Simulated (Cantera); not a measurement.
A perfectly stirred reactor is fed with C3H8 : O2 : N2 = 1 : 3.12 : 23.8 (molar parts), at 210000 Pa; it is adiabatic with a 575 K inlet, and is followed from long to short residence time, starting on the burning branch (τ in s: 0.36, 0.083, 0.019, 0.0045, 0.001, 0.00024, 5.6e-05, 1.3e-05, 3e-06).

Model: GRI-Mech 3.0 (53 species, 325 reactions), integrated in Cantera. GRI-Mech 3.0 was tuned for natural gas; its chemistry of propane as a main component is partial and can be far from experiment.

Question: What does this change do: C3H8 1 to 1.6 parts?

Answer: 
| quantity | before | after |
|---|---|---|
| blow-out, bracketed by the residence times tried | burning at 4.50 ms, out at 1.00 ms | burning at 19.0 ms, out at 4.50 ms |
| x(C3H8) at τ = 0.360 s | 4.06e-6 | 0.000108 |
| x(O2) at τ = 0.360 s | 0.000667 | 0.00219 |
| x(CH4) at τ = 0.360 s | 0.00384 | 0.0219 |
| x(CO2) at τ = 0.360 s | 0.0359 | 0.0203 |
| x(HO2) at τ = 0.360 s | 1.56e-7 | 6.02e-7 |
| x(C3H8) at τ = 1.00 ms | 0.0358 | 0.0561 |
| x(O2) at τ = 1.00 ms | 0.112 | 0.109 |
| x(CH4) at τ = 1.00 ms | <1e-12 | <1e-12 |
| x(CO2) at τ = 1.00 ms | <1e-12 | <1e-12 |
| x(HO2) at τ = 1.00 ms | <1e-12 | <1e-12 |

Question: What does this change do: C3H8 1 to 1.3 parts?

Answer: 
| quantity | before | after |
|---|---|---|
| blow-out, bracketed by the residence times tried | burning at 4.50 ms, out at 1.00 ms | burning at 19.0 ms, out at 4.50 ms |
| x(C3H8) at τ = 0.360 s | 4.06e-6 | 2.66e-5 |
| x(O2) at τ = 0.360 s | 0.000667 | 0.00143 |
| x(CH4) at τ = 0.360 s | 0.00384 | 0.0106 |
| x(CO2) at τ = 0.360 s | 0.0359 | 0.0272 |
| x(HO2) at τ = 0.360 s | 1.56e-7 | 3.67e-7 |
| x(C3H8) at τ = 1.00 ms | 0.0358 | 0.0461 |
| x(O2) at τ = 1.00 ms | 0.112 | 0.111 |
| x(CH4) at τ = 1.00 ms | <1e-12 | <1e-12 |
| x(CO2) at τ = 1.00 ms | <1e-12 | <1e-12 |
| x(HO2) at τ = 1.00 ms | <1e-12 | <1e-12 |
